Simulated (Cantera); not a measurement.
A perfectly stirred reactor is fed with C₂H₆ : N₂ = 1 : 1.1 (molar parts), at 37000 Pa; it is held at 1350 K, and followed from long to short residence time.

Computed with Cantera and GRI-Mech 3.0 (53 species, 325 reactions). GRI-Mech 3.0 stops at C3 and has no aromatics, soot or wall deposition, so with more carbon than oxygen in the feed, carbon stays in small species such as C2H2 where larger ones or solid carbon would form.

One state of this run: x C₂H₆ = 0.0275; x CH₂ = 1.28e-8; x H₂ = 0.293; x C₂H₂ = 0.0956; x C₂H₄ = 0.147. x: mole fraction; the columns are a selection and need not sum to one.

Q: Which value of τ (s) does it belong to?
A. 0.52
B. 0.046
C. 0.15
D. 0.020

A: D, 0.020
